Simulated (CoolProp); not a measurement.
Model: reference Helmholtz-energy equation of state, Wu 2011, in CoolProp.

**Question.** For dimethyl ether, give the phase and the speed of sound (m/s), isothermal compressibility (1/MPa), fugacity coefficient at -3.95 °C and 18.6 MPa; 13.65 °C and 18.6 MPa; 119.45 °C and 18.6 MPa.

**Answer.** 
- -3.95 °C and 18.6 MPa: liquid; speed of sound 1160, isothermal compressibility 0.00150, fugacity coefficient 0.0198
- 13.65 °C and 18.6 MPa: liquid; speed of sound 1080, isothermal compressibility 0.00180, fugacity coefficient 0.0342
- 119.45 °C and 18.6 MPa: liquid; speed of sound 624, isothermal compressibility 0.00718, fugacity coefficient 0.249
